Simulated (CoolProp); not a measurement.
Vapour-liquid equilibrium of m-xylene (1) + o-xylene (2) at 533 K; x and y are mole fractions of (1).

Computed with CoolProp (multi-fluid Helmholtz-energy mixture model, Zhou 2012 and Zhou 2012; pair parameters Bell 2016).

```csv
x,bubble pressure (MPa),y at the bubble point,dew pressure at overall composition x (MPa),liquid density (mol/L)
0.05,1.035,0.054,1.035,5.982
0.2,1.052,0.213,1.051,5.945
0.35,1.070,0.369,1.068,5.907
0.5,1.089,0.521,1.086,5.869
0.65,1.108,0.669,1.105,5.831
0.8,1.126,0.812,1.124,5.794
0.95,1.144,0.953,1.143,5.757
```

No azeotrope shows between x = 0.05 and 0.95.

The pair parameters rest on a limited set of measurements; away from them the model extrapolates.
